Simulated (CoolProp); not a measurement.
Ethanol along the isobar 19.4 MPa: Z from the reference equation and from simpler models built on Tc = 514.7 K, pc = 6.268 MPa, ω = 0.644; each cubic takes its own stable root.

The numbers come from the reference Helmholtz-energy equation of state, Schroeder 2014 in CoolProp.

| T (K) | phase | reference |
|---|---|---|
| 506.7 | liquid | 0.3739 |
| 515.4 | supercritical | 0.3780 |
| 524.2 | supercritical | 0.3835 |
| 532.9 | supercritical | 0.3904 |
| 541.6 | supercritical | 0.3993 |
| 550.3 | supercritical | 0.4104 |
| 559 | supercritical | 0.4240 |
| 567.7 | supercritical | 0.4404 |
| 576.4 | supercritical | 0.4593 |
| 585.1 | supercritical | 0.4805 |
| 593.9 | supercritical | 0.5037 |
| 602.6 | supercritical | 0.5281 |
| 611.3 | supercritical | 0.5536 |
| 620 | supercritical | 0.5796 |

Task: How far does each simpler model (van der Waals, Redlich-Kwong, Peng-Robinson) lie from the reference over these 14 states: mean and median of the absolute difference, and the worst?

Result: 
- van der Waals: mean 37.8 %, median 40.0 %, worst +62.8 % at 506.7 K and 19.4 MPa
- Redlich-Kwong: mean 17.5 %, median 19.5 %, worst +28.6 % at 506.7 K and 19.4 MPa
- Peng-Robinson: mean 18.7 %, median 19.3 %, worst +21.2 % at 576.4 K and 19.4 MPa
